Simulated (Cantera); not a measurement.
A perfectly stirred reactor is fed with NO : N₂ = 1 : 7 (molar parts), at 0.957 atm; it is held at 2100 K, and followed from long to short residence time.

Detailed kinetics in Cantera: GRI-Mech 3.0 (53 species, 325 reactions).

What does this change do: N2 7 to 9.5 parts?


```csv
quantity,before,after
x(NO) at τ = 3.90 s,0.0230,0.0194
x(O₂) at τ = 3.90 s,0.0508,0.0378
x(N₂) at τ = 3.90 s,0.926,0.943
x(O) at τ = 3.90 s,0.000322,0.000278
x(NO₂) at τ = 3.90 s,1.64e-5,1.19e-5
x(NO) at τ = 50.0 ms,0.119,0.0915
x(O₂) at τ = 50.0 ms,0.00295,0.00180
x(N₂) at τ = 50.0 ms,0.878,0.907
x(O) at τ = 50.0 ms,0.000106,8.71e-5
x(NO₂) at τ = 50.0 ms,2.70e-5,1.71e-5
```

What does this change do: temperature 2100 to 1875 K?


| quantity | before | after |
|---|---|---|
| x(NO) at τ = 3.90 s | 0.0230 | 0.0839 |
| x(O₂) at τ = 3.90 s | 0.0508 | 0.0205 |
| x(N₂) at τ = 3.90 s | 0.926 | 0.896 |
| x(O) at τ = 3.90 s | 0.000322 | 3.63e-5 |
| x(NO₂) at τ = 3.90 s | 1.64e-5 | 5.69e-5 |
| x(NO) at τ = 50.0 ms | 0.119 | 0.124 |
| x(O₂) at τ = 50.0 ms | 0.00295 | 0.000361 |
| x(N₂) at τ = 50.0 ms | 0.878 | 0.875 |
| x(O) at τ = 50.0 ms | 0.000106 | 1.13e-5 |
| x(NO₂) at τ = 50.0 ms | 2.70e-5 | 2.53e-5 |
